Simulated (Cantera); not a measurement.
A closed system holds: 1 mol SF6, 8.6 mol H2, 0.4 mol O2, equilibrated at 2148.15 K.

Cantera equilibrium calculation (NASA polynomials, part measured and part estimated; ideal gas, pure solids and liquids). Candidate condensed phases: H2O, H2SO4, S; 43 gas species. Rates play no part.

Question: At 128 Torr, list the 5 most abundant gas species with their mole fractions, and the condensed phases.

Answer: HF 0.495, H2 0.382, H2O 0.0618, S2 0.0277, H2S 0.0106. Condensed: gas only.
